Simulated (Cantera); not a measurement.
Charge: 1 mol Si2Cl6, 0.2 mol NH3, 3 mol N2, held at 902 °C and 35.0 mbar.

Cantera equilibrium calculation (NASA polynomials, part measured and part estimated; ideal gas, pure solids and liquids). Candidate condensed phases: NH4Cl, Si, Si3N4; 28 gas species. The feed counts by its element totals alone. The tables' values for SiCl3 are old estimates; treat these amounts as uncertain. Equilibrium is a limit: real reactors are often held back by kinetics, nucleation or transport.

Base state: N2 0.580, SiCl4 0.293, HCl 0.116, H2 0.00693, SiCl3 0.00312, SiHCl3 0.000414, SiCl2 0.000325 (mole fractions); condensed: Si3N4(s).

Problem. What changes in the equilibrium state with this change: Si2Cl6 replaced by SiF4?

Solution. 
| species | before | after |
|---|---|---|
| N2 | 0.580 | 0.704 |
| SiF4 | 0 | 0.226 |
| H2 | 0.00693 | 0.0675 |
| SiCl4 | 0.293 | 0 |
| HCl | 0.116 | 0 |
| SiCl3 | 0.00312 | 0 |
| HF | 0 | 0.000995 |
| SiHCl3 | 0.000414 | 0 |
| SiF3 | 0 | 0.000393 |
| Si3N4(s), mol | 0.210 | 8.13e-5 |
The tables' values for SiF3 are old estimates; treat these amounts as uncertain.
